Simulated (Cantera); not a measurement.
Equilibrium for silicon nitride deposition: SiH2Cl2 + NH3 + N2

A closed system holds: 1 mol SiH2Cl2, 31 mol NH3, 2.7 mol N2, equilibrated at 41.0 mbar.

Equilibrium computed with Cantera from the NASA thermochemical tables; the gas is ideal and each condensed phase is pure. Candidate condensed phases: NH4Cl, Si, Si3N4; 28 gas species. The tables' values for SiCl, SiN are old estimates; treat these amounts as uncertain. Gases not in the tables: Si2H6 and higher silanes. The numbers say what is thermodynamically allowed, not how fast it happens.

```
T (K)   x H2   x N2   x HCl       x H   x SiCl2  n Si3N4(s)  n Si(l)
-----  -----  -----  ------  --------  --------  ----------  -------
1550   0.704  0.266  0.0298  0.000131  0.000212       0.329        0
1600   0.704  0.266  0.0295  0.000225  0.000387       0.325        0
1650   0.704  0.266  0.0289  0.000377  0.000670       0.318        0
1700   0.704  0.266  0.0280  0.000611   0.00109       0.309        0
1750   0.704  0.266  0.0268  0.000964   0.00168       0.295        0
1800   0.704  0.267  0.0253   0.00148   0.00243       0.276        0
1850   0.698  0.272  0.0247   0.00222   0.00253           0    0.810
1900   0.697  0.272  0.0249   0.00327   0.00241           0    0.803
1950   0.695  0.272  0.0250   0.00472   0.00229           0    0.784
```
x: gas mole fraction; n: condensed amount in mol.

From 1550 K to 1800 K the condensed part is Si3N4(s). From 1850 K to 1950 K the condensed part is Si(l). The main Si-bearing gas is SiCl2 throughout. The share of Si in condensed phases is highest at 1550 K (98.6 %) and lowest at 1950 K (78.4 %).
